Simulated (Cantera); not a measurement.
A perfectly stirred reactor is fed with 41.7 % N₂O, 58.3 % O₂, at 0.132 atm; it is held at 1423 K, and followed from long to short residence time.

Model: GRI-Mech 3.0 (53 species, 325 reactions), integrated in Cantera. GRI-Mech 3.0 was tuned for natural gas; its chemistry of N2O as a main component is partial and can be far from experiment. The temperature is held fixed by assumption; the heat of reaction is taken as removed at once.

x: mole fraction; the columns are a selection and need not sum to one.

```json
[
 {"τ (s)": "3.3", "x N₂O": "0.0379", "x O₂": "0.620", "x N₂": "0.285", "x O": "2.49e-5", "x NO": "0.0564", "x NO₂": "?"},
 {"τ (s)": "0.90", "x N₂O": "0.105", "x O₂": "0.611", "x N₂": "0.232", "x O": "2.96e-5", "x NO": "0.0510", "x NO₂": "?"},
 {"τ (s)": "0.25", "x N₂O": "0.225", "x O₂": "0.600", "x N₂": "0.142", "x O": "3.17e-5", "x NO": "0.0325", "x NO₂": "?"},
 {"τ (s)": "0.069", "x N₂O": "0.337", "x O₂": "0.590", "x N₂": "0.0591", "x O": "3.24e-5", "x NO": "0.0137", "x NO₂": "?"},
 {"τ (s)": "0.019", "x N₂O": "0.391", "x O₂": "0.586", "x N₂": "0.0189", "x O": "3.25e-5", "x NO": "0.00439", "x NO₂": "?"},
 {"τ (s)": "0.0053", "x N₂O": "0.409", "x O₂": "0.584", "x N₂": "0.00551", "x O": "3.23e-5", "x NO": "0.00128", "x NO₂": "?"},
 {"τ (s)": "0.0015", "x N₂O": "0.415", "x O₂": "0.583", "x N₂": "0.00156", "x O": "3.15e-5", "x NO": "0.000357", "x NO₂": "?"},
 {"τ (s)": "0.00041", "x N₂O": "0.416", "x O₂": "0.583", "x N₂": "0.000413", "x O": "2.88e-5", "x NO": "8.95e-5", "x NO₂": "?"}
]
```

**Question.** Some entries are withheld; supply them.

**Answer.** 
- 3.3, x NO₂: 8.28e-5
- 0.90, x NO₂: 7.05e-5
- 0.25, x NO₂: 4.31e-5
- 0.069, x NO₂: 1.69e-5
- 0.019, x NO₂: 4.43e-6
- 0.0053, x NO₂: 7.81e-7
- 0.0015, x NO₂: 9.06e-8
- 0.00041, x NO₂: 6.77e-9
